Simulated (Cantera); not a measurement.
Source: NASA polynomial tables (part measured, part estimated), evaluated in Cantera. Values are per mole of reaction as written; species without (g) are pure solids or liquids, kept so even where they would boil at 1 bar.

S₂(g) + 4 SiO(g) ⇌ 2 SO₂(g) + 4 Si(g)

```tsv
T (K)	ΔH° (kJ)	ΔS° (J/K)	ΔG° (kJ)	log10 K
973	…	…	…	…
1073	1490.1	111.6	1370.4	-66.71
1173	…	…	…	…
1273	1492.7	113.8	1347.9	-55.31
1373	…	…	…	…
1473	1495.3	115.7	1324.9	-46.98
1573	…	…	…	…
```

What belongs in the gaps?


- 973, ΔH° (kJ): 1488.8
- 973, ΔS° (J/K): 110.3
- 973, ΔG° (kJ): 1381.5
- 973, log10 K: -74.16
- 1173, ΔH° (kJ): 1491.4
- 1173, ΔS° (J/K): 112.7
- 1173, ΔG° (kJ): 1359.2
- 1173, log10 K: -60.53
- 1373, ΔH° (kJ): 1494.0
- 1373, ΔS° (J/K): 114.8
- 1373, ΔG° (kJ): 1336.5
- 1373, log10 K: -50.84
- 1573, ΔH° (kJ): 1496.7
- 1573, ΔS° (J/K): 116.6
- 1573, ΔG° (kJ): 1313.3
- 1573, log10 K: -43.61
